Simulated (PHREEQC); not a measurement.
Make-up at 25 °C: 0.1 mol NH4HF2, 4e-05 mol H2SiF6 and 0.00099 mol HCl per kg of water. Closed to the air; pH follows from the charge balance.

Equilibrium calculation in PHREEQC: ion-association model, phreeqc.dat.

Each row changes one thing in this solution. No solid was allowed to form.

```json
[
 {"case": "as made", "pH": "3.05", "ionic strength (mol/kgw)": "0.101", "F- (mol/kgw)": "0.0772", "HF (mol/kgw)": "0.0772"},
 {"case": "NH4HF2 replaced by NH4HCO3 at the same molality", "pH": "7.67", "ionic strength (mol/kgw)": "0.0985", "F- (mol/kgw)": "?", "HF (mol/kgw)": "5.73e-9"},
 {"case": "NH4HF2 left out", "pH": "2.98", "ionic strength (mol/kgw)": "0.00109", "F- (mol/kgw)": "9.54e-5", "HF (mol/kgw)": "0.000144"},
 {"case": "0.015 mol/kgw H2SO4 added", "pH": "2.72", "ionic strength (mol/kgw)": "0.108", "F- (mol/kgw)": "0.0512", "HF (mol/kgw)": "0.107"},
 {"case": "H2SiF6 left out", "pH": "3.05", "ionic strength (mol/kgw)": "0.101", "F- (mol/kgw)": "0.0773", "HF (mol/kgw)": "0.0771"},
 {"case": "HCl from 0.00099 to 0.00198 mol/kgw", "pH": "3.04", "ionic strength (mol/kgw)": "0.101", "F- (mol/kgw)": "0.0762", "HF (mol/kgw)": "0.0781"},
 {"case": "0.048 mol/kgw NaOH added", "pH": "3.58", "ionic strength (mol/kgw)": "0.146", "F- (mol/kgw)": "?", "HF (mol/kgw)": "0.0354"},
 {"case": "HCl from 0.00099 to 0.00495 mol/kgw", "pH": "3.00", "ionic strength (mol/kgw)": "0.101", "F- (mol/kgw)": "0.0734", "HF (mol/kgw)": "0.0811"}
]
```

Q: Some entries are withheld; supply them.

A: 
- NH4HF2 replaced by NH4HCO3 at the same molality, F- (mol/kgw): 0.000240
- 0.048 mol/kgw NaOH added, F- (mol/kgw): 0.128

Species that the database lacks are ignored. Carbamate, which ammonia and carbonate form, is missing from the database. SiF6-2 is the database's only silicon fluoride.
